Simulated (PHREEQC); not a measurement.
A solution holds 3.6 mmol/kgw HF, 150 mmol/kgw (NH4)2SiF6 and 3.4 mmol/kgw H2SO4, at 25 °C. Closed to the air; pH follows from the charge balance.

The numbers come from PHREEQC with the ion-association model, wateq4f.dat.

```json
{
 "pH": "2.28",
 "ionic_strength": "0.457 mol/kgw",
 "activity_of_water": "0.992",
 "total_alkalinity": "-610 meq/kg"
}
```

```json
[
 {"species": "NH4+", "molality": "0.298", "activity": "0.218", "log γ": "-0.136"},
 {"species": "SiF6-2", "molality": "0.150", "activity": "0.0332", "log γ": "-0.653"},
 {"species": "H+", "molality": "0.00685", "activity": "0.00525", "log γ": "-0.115"},
 {"species": "HF", "molality": "0.00456", "activity": "0.00507", "log γ": "0.046"},
 {"species": "SO4-2", "molality": "0.00167", "activity": "0.000356", "log γ": "-0.672"},
 {"species": "NH4SO4-", "molality": "0.00146", "activity": "0.00100", "log γ": "-0.163"},
 {"species": "F-", "molality": "0.00101", "activity": "0.000643", "log γ": "-0.194"},
 {"species": "H4SiO4", "molality": "0.000355", "activity": "0.000394", "log γ": "0.046"}
]
```

No solid was allowed to form. The solution is supersaturated, for example in Quartz (slow to form), Chalcedony (slow to form), so a real one may precipitate; this is no full list. SiF6-2 is the database's only silicon fluoride.
